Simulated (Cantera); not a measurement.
A Cantera script and what it prints.

```python
import numpy as np
import cantera as ct

gas_names = """
    O O2 O3 S SO SO2 SO3 S2 S2O S8
""".split()
cond_names = """
    S(cr1) S(cr2) S(L)
""".split()


# ... load() reads the species with a 1 bar reference pressure and builds the phases ...
atoms = {
    'SO2': {'S': 1, 'O': 2},
    'O2': {'O': 2},
}
top_T = {}  # K; cautious upper limits of use, not melting points


# ... equilibrate(T, P, feed) seeds the gas with the atoms and calls Mixture.equilibrate('TP', solver="vcs", rtol=1e-11, max_steps=5000) ...
results = []
feed = {'SO2': 1, 'O2': 0.27}  # mol
P = 640000  # Pa
for T in [1898, 1973, 2048, 2123, 2198, 2273, 2348, 2423, 2498, 2573, 2648, 2723, 2798, 2873]:
    mix = equilibrate(T, P, feed)
    results.append((T, P, feed, dict(zip(mix.species_names, mix.species_moles))))
    x = sorted(zip(gas.X, gas.species_names), reverse=True)
    print(f"T = {T:g} K  P = {P:g} Pa  gas = {mix.phase_moles(0):.4g} mol")
    print("   x: " + "  ".join(f"{s} {v:.3e}" for v, s in x if v > 1e-05))
    print("   condensed (mol): " + ("  ".join(f"{mix.phase(i).name} {mix.phase_moles(i):.4g}"
          for i in range(1, mix.n_phases) if mix.phase_moles(i) > 1e-12) or "none"))
```

Output:

```
T = 1898 K  P = 640000 Pa  gas = 1.266 mol
   x: SO2 7.831e-01  O2 2.099e-01  SO3 6.899e-03  O 5.311e-05  SO 3.788e-05
   condensed (mol): none
T = 1973 K  P = 640000 Pa  gas = 1.267 mol
   x: SO2 7.839e-01  O2 2.104e-01  SO3 5.518e-03  O 9.833e-05  SO 7.829e-05
   condensed (mol): none
T = 2048 K  P = 640000 Pa  gas = 1.267 mol
   x: SO2 7.844e-01  O2 2.108e-01  SO3 4.487e-03  O 1.740e-04  SO 1.534e-04
   condensed (mol): none
T = 2123 K  P = 640000 Pa  gas = 1.268 mol
   x: SO2 7.846e-01  O2 2.111e-01  SO3 3.703e-03  O 2.959e-04  SO 2.865e-04
   condensed (mol): none
T = 2198 K  P = 640000 Pa  gas = 1.269 mol
   x: SO2 7.846e-01  O2 2.113e-01  SO3 3.097e-03  SO 5.128e-04  O 4.852e-04
   condensed (mol): none
T = 2273 K  P = 640000 Pa  gas = 1.269 mol
   x: SO2 7.843e-01  O2 2.114e-01  SO3 2.620e-03  SO 8.827e-04  O 7.701e-04
   condensed (mol): none
T = 2348 K  P = 640000 Pa  gas = 1.27 mol
   x: SO2 7.835e-01  O2 2.116e-01  SO3 2.241e-03  SO 1.467e-03  O 1.187e-03
   condensed (mol): none
T = 2423 K  P = 640000 Pa  gas = 1.271 mol
   x: SO2 7.822e-01  O2 2.117e-01  SO 2.361e-03  SO3 1.934e-03  O 1.782e-03
   condensed (mol): none
T = 2498 K  P = 640000 Pa  gas = 1.273 mol
   x: SO2 7.802e-01  O2 2.118e-01  SO 3.689e-03  O 2.610e-03  SO3 1.683e-03
   condensed (mol): none
T = 2573 K  P = 640000 Pa  gas = 1.275 mol
   x: SO2 7.772e-01  O2 2.120e-01  SO 5.607e-03  O 3.741e-03  SO3 1.476e-03
   condensed (mol): none
T = 2648 K  P = 640000 Pa  gas = 1.278 mol
   x: SO2 7.729e-01  O2 2.122e-01  SO 8.306e-03  O 5.255e-03  SO3 1.301e-03  S 2.111e-05
   condensed (mol): none
T = 2723 K  P = 640000 Pa  gas = 1.282 mol
   x: SO2 7.670e-01  O2 2.125e-01  SO 1.201e-02  O 7.247e-03  SO3 1.154e-03  S 4.319e-05
   condensed (mol): none
T = 2798 K  P = 640000 Pa  gas = 1.287 mol
   x: SO2 7.591e-01  O2 2.130e-01  SO 1.696e-02  O 9.829e-03  SO3 1.027e-03  S 8.472e-05
   condensed (mol): none
T = 2873 K  P = 640000 Pa  gas = 1.293 mol
   x: SO2 7.487e-01  O2 2.136e-01  SO 2.343e-02  O 1.313e-02  SO3 9.162e-04  S 1.597e-04
   condensed (mol): none
```

Method: chemical equilibrium by Gibbs-energy minimisation in Cantera with the NASA 1993 tables (ideal gas, pure condensed phases).
